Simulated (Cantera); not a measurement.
Feed: 1 mol B2O3, a varied amount of HCl, held at 1000 Pa.

Method: chemical equilibrium by Gibbs-energy minimisation in Cantera with the NASA 1993 tables (ideal gas, pure condensed phases). Candidate condensed phases: B, B2O3, B3O3H3, H2O; 33 gas species. The tables' values for BCl2 are old estimates. The numbers say what is thermodynamically allowed, not how fast it happens.

Q: What condenses at these points (T in °C, n(HCl) in mol): (877, 1.5); (1277, 1.5); (1327, 41); (1227, 1.5); (877, 3.7)?

A: 
```json
[
 {"T (°C)": "877", "n(HCl) in mol": "1.5", "condensed phases": "B2O3", "B condensed (%)": "100.0"},
 {"T (°C)": "1277", "n(HCl) in mol": "1.5", "condensed phases": "B2O3", "B condensed (%)": "97.3"},
 {"T (°C)": "1327", "n(HCl) in mol": "41", "condensed phases": "gas only", "B condensed (%)": "0.0"},
 {"T (°C)": "1227", "n(HCl) in mol": "1.5", "condensed phases": "B2O3", "B condensed (%)": "98.6"},
 {"T (°C)": "877", "n(HCl) in mol": "3.7", "condensed phases": "B2O3", "B condensed (%)": "99.9"}
]
```
